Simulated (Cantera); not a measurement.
Feed: 1 mol Al, 2.6 mol HCl, 10 mol N2, held at 6.70 mbar.

These are equilibrium values from Cantera (NASA tables, ideal gas, pure condensed phases), not measurements of a reactor. Candidate condensed phases: Al, AlCl3, AlN, NH4Cl; 20 gas species. The tables' values for AlCl2 are old estimates; treat these amounts as uncertain. The numbers say what is thermodynamically allowed, not how fast it happens. All values below are at 1477 °C.

Base state: N2 0.781, HCl 0.0757, H2 0.0634, AlCl 0.0463, AlCl3 0.0169, AlCl2 0.0149, H 0.000715, Cl 0.000658 (mole fractions); condensed: gas only.

Question: What changes in the equilibrium state with this change: pressure from 6.70 mbar to 40.0 Pa?

Answer: 
| species | before | after |
|---|---|---|
| N2 | 0.781 | 0.767 |
| HCl | 0.0757 | 0.103 |
| AlCl | 0.0463 | 0.0650 |
| H2 | 0.0634 | 0.0468 |
| AlCl3 | 0.0169 | 0.00356 |
| AlCl2 | 0.0149 | 0.00813 |
| Cl | 0.000658 | 0.00428 |
| Al | 4.77e-6 | 1.72e-5 |
| H | 0.000715 | 0.00252 |

Question: What changes in the equilibrium state with this change: pressure from 6.70 mbar to 0.190 bar?

Answer: 
```json
[
 {"species": "N2", "before": "0.781", "after": "0.799"},
 {"species": "H2", "before": "0.0634", "after": "0.0866"},
 {"species": "AlCl3", "before": "0.0169", "after": "0.0386"},
 {"species": "HCl", "before": "0.0757", "after": "0.0345"},
 {"species": "AlCl", "before": "0.0463", "after": "0.0245"},
 {"species": "AlCl2", "before": "0.0149", "after": "0.0164"},
 {"species": "Cl", "before": "0.000658", "after": "4.83e-5"},
 {"species": "H", "before": "0.000715", "after": "0.000157"},
 {"species": "AlN(s), mol", "before": "0", "after": "0.00479"}
]
```
